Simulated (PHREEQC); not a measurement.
Solution (25 °C): 0.0025 mol/kgw HCl, 0.016 mol/kgw FeCl3 and 3.4e-05 mol/kgw KCl. Closed to the air; pH follows from the charge balance.

The numbers come from PHREEQC with the ion-association model, phreeqc.dat.

Precipitation was switched off in this run.

Q: What pH does the model give?

A: pH 2.14.

Q: In which forms is Cl present?

A: Cl- 92 %, FeCl+2 6.7 %, FeCl2+ 1.1 % of the Cl.

Saturation is exceeded, for instance for Hematite (slow to form), Goethite (slow to form); the values hold only as long as no solid forms. Species that the database lacks are ignored.
